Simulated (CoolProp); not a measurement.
Vapour-liquid equilibrium of n-hexane (1) + p-xylene (2) at 0.157 MPa; x and y are mole fractions of (1).

Values from CoolProp's multi-fluid Helmholtz-energy mixture model, Thol 2019 and Zhou 2012; pair parameters Bell 2016.

Task: Give the bubble temperature and the first vapour's composition at x = 0.35, 0.65, 0.95. Is there an azeotrope?

Result: x = 0.35: 385.0 K, y = 0.786; x = 0.65: 368.8 K, y = 0.924; x = 0.95: 358.1 K, y = 0.991. No azeotrope shows between x = 0.05 and 0.95.

The pair parameters rest on a limited set of measurements; away from them the model extrapolates.
